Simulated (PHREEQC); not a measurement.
Make-up at 20 °C: 0.028 mol/kgw HNO3. Closed to the air; pH follows from the charge balance.

All values are PHREEQC results (ion-association model, phreeqc.dat), not measurements.

| quantity | before | after |
|---|---|---|
| pH | 1.61 | 9.65 |
| ionic strength (mol/kgw) | 0.0280 | 0.0907 |

Question: What was changed between the two runs?
A. 0.0003 mol/kgw Cu(NO3)2 added
B. HNO3 from 0.028 to 0.014 mol/kgw
C. HNO3 from 0.028 to 0.0056 mol/kgw
D. temperature from 20 to 75 °C
E. 0.043 mol/kgw Na2CO3 added

Answer: E, 0.043 mol/kgw Na2CO3 added

Precipitation was switched off in this run.
